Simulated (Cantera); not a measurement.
A perfectly stirred reactor is fed with C2H6 : O2 : N2 : H2O = 1 : 2.69 : 10.1 : 2 (molar parts), equivalence ratio 1.3, at 0.306 atm; it is adiabatic with a 425 K inlet, and is followed from long to short residence time, starting on the burning branch (τ in s: 0.053, 0.029, 0.016, 0.0086, 0.0047, 0.0026, 0.0014, 0.00076, 0.00041, 0.00022, 0.00012, 6.7e-05).

Detailed kinetics in Cantera: GRI-Mech 3.0 (53 species, 325 reactions).

### Question
Predict: blow-out, bracketed by the residence times tried; x(C2H6) at τ = 53.0 ms; x(O2) at τ = 53.0 ms; x(H2O) at τ = 53.0 ms; x(CH2O) at τ = 53.0 ms; x(N2O) at τ = 53.0 ms; x(C2H6) at τ = 1.40 ms; x(O2) at τ = 1.40 ms; x(H2O) at τ = 1.40 ms; x(CH2O) at τ = 1.40 ms; x(N2O) at τ = 1.40 ms.

### Answer
| Item | Result |
|---|---|
| blow-out, bracketed by the residence times tried | burning at 0.760 ms, out at 0.410 ms |
| x(C2H6) at τ = 53.0 ms | 2.22e-6 |
| x(O2) at τ = 53.0 ms | 0.000654 |
| x(H2O) at τ = 53.0 ms | 0.244 |
| x(CH2O) at τ = 53.0 ms | 2.04e-6 |
| x(N2O) at τ = 53.0 ms | 6.99e-9 |
| x(C2H6) at τ = 1.40 ms | 6.28e-5 |
| x(O2) at τ = 1.40 ms | 0.00496 |
| x(H2O) at τ = 1.40 ms | 0.239 |
| x(CH2O) at τ = 1.40 ms | 4.17e-5 |
| x(N2O) at τ = 1.40 ms | 1.49e-8 |
